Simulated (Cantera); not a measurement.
## Pyrogenic steam for wet oxidation

An isothermal, constant-pressure homogeneous reactor starts with 27.3 % H2, 22.7 % O2, 50.0 % N2, at 1250 K and 90.0 Torr.

Cantera simulation using GRI-Mech 3.0 (53 species, 325 reactions); the numbers are that mechanism's predictions, not measurements. The temperature is held fixed by assumption; the heat of reaction is taken as removed at once.

```
t (s)        x H2   x O2     x H2O      x OH     x NO    x N2O       x H
--------  -------  -----  --------  --------  -------  -------  --------
5.00e-6     0.273  0.227  7.48e-10  4.83e-10   <1e-12   <1e-12   6.40e-9
4.04e-5     0.273  0.227   2.81e-7   3.24e-8   <1e-12   <1e-12   2.75e-7
0.000326   0.0292  0.117     0.199   0.00847  3.69e-6  9.70e-9    0.0995
0.00263   0.00192  0.105     0.312   0.00190  1.16e-5  3.29e-8  0.000946
0.0212    2.21e-5  0.105     0.316  0.000210  1.16e-5  4.79e-8   1.24e-6
0.171     1.14e-6  0.105     0.316   5.06e-5  1.16e-5  5.00e-8   1.69e-8
1.38      1.44e-7  0.105     0.316   1.81e-5  1.16e-5  3.96e-8  7.93e-10
11.2      9.76e-8  0.105     0.316   1.46e-5  1.16e-5  6.92e-9  4.39e-10
90.0      9.76e-8  0.105     0.316   1.46e-5  1.16e-5  3.48e-9  4.39e-10
```
x: mole fraction; the columns are a selection and need not sum to one.

Equilibrium at this temperature and pressure: H2 9.76e-8, O2 0.105, H2O 0.316, OH 1.46e-5, NO 0.000172, N2O 3.48e-9, H 4.39e-10 (gas phase only).
